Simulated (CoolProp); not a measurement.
Vapour-liquid equilibrium of ethane (1) + hydrogen chloride (2) at 0.811 MPa; x and y are mole fractions of (1).

The numbers come from the multi-fluid Helmholtz-energy mixture model, Bücker 2006 and Thol 2018; pair parameters Bell 2016 in CoolProp.

Problem. Give the bubble temperature and the first vapour's composition at x = 0.05, 0.15, 0.85. Is there an azeotrope?

Solution. x = 0.05: -41.4 °C, y = 0.133; x = 0.15: -44.9 °C, y = 0.288; x = 0.85: -44.4 °C, y = 0.738. y crosses x between x = 0.45 and 0.55: the model has an azeotrope there.

The pair parameters rest on a limited set of measurements; away from them the model extrapolates.
